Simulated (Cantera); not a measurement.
Feed: 1 mol Si, 0.38 mol H₂, 2.9 mol Cl₂, held at 1073.15 K and 1.00 bar.

Cantera equilibrium calculation (NASA polynomials, part measured and part estimated; ideal gas, pure solids and liquids). Candidate condensed phases: Si; 19 gas species. Equilibrium is a limit: real reactors are often held back by kinetics, nucleation or transport.

### Question
What is the equilibrium state?

### Answer
x(SiCl₄): 0.438
x(HCl): 0.333
x(Cl₂): 0.228
x(Cl): 0.000514
gas amount: 2.281 mol
log10 activity of Si(s) (absent): -24.45
